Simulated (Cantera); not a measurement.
Reactions in the system Br-Ca-H-O

Standard-state values (1 bar) from the NASA 1993 polynomials, evaluated with Cantera. Values are per mole of reaction as written; species without (g) are pure solids or liquids, kept so even where they would boil at 1 bar.

2 O(g) + Ca(g) + 2 HBr(g) = H2O2(g) + CaBr2

```
T (K)  ΔH° (kJ)  ΔS° (J/K)  ΔG° (kJ)  log10 K
-----  --------  ---------  --------  -------
1550    -1358.7     -449.4    -662.1    22.31
1700    -1351.0     -444.7    -595.1    18.28
1850    -1343.3     -440.3    -528.7    14.93
2000    -1335.5     -436.3    -463.0    12.09
2150    -1327.7     -432.5    -397.8     9.67
```
